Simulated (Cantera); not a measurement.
Feed: 1 mol CuO, 430 mol H₂.

Equilibrium computed with Cantera from the NASA thermochemical tables; the gas is ideal and each condensed phase is pure. Candidate condensed phases: Cu, CuO, Cu(OH)₂, Cu₂O, H₂O; 12 gas species. The numbers say what is thermodynamically allowed, not how fast it happens.

Stable condensed phases, one row left out:

```
T in K \ P in Pa
              10      42     180     750    3200   13000   56000  240000 1000000
   2000        A       A       A       A       A       A       A       B       B
   1950        A       A       A       A       A       A       A       B       B
   1900        A       A       A       A       A       A       A       B       B
   1850        A       A       A       A       A       A       B       B       B
   1800        A       A       A       A       A       A       B       B       B
   1750        A       A       A       A       A       B       B       B       B
   1700        A       A       A       A       A       B       B       B       B
   1600        A       A       A       A       B       B       B       B       B
   1550        A       A       A       A       B       B       B       B       B
```

A: gas only; B: Cu.

Q: Give the row for 1650 K.

A: 10: gas only; 42: gas only; 180: gas only; 750: gas only; 3200: gas only; 13000: Cu; 56000: Cu; 240000: Cu; 1000000: Cu.
